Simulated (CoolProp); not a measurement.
Vapour-liquid equilibrium of diethyl ether (1) + acetone (2) at 0.176 MPa; x and y are mole fractions of (1).

Model: multi-fluid Helmholtz-energy mixture model, Thol 2014 and Lemmon 2006; pair parameters Bell 2016, in CoolProp.

Q: Give the bubble temperature and the first vapour's composition at x = 0.575, 0.65, 0.725. Is there an azeotrope?

A: x = 0.575: 327.4 K, y = 0.724; x = 0.65: 326.4 K, y = 0.766; x = 0.725: 325.6 K, y = 0.807. No azeotrope shows between x = 0.05 and 0.95.

Pair parameters are fitted to limited data, so mixtures are less certain than the pure fluids.
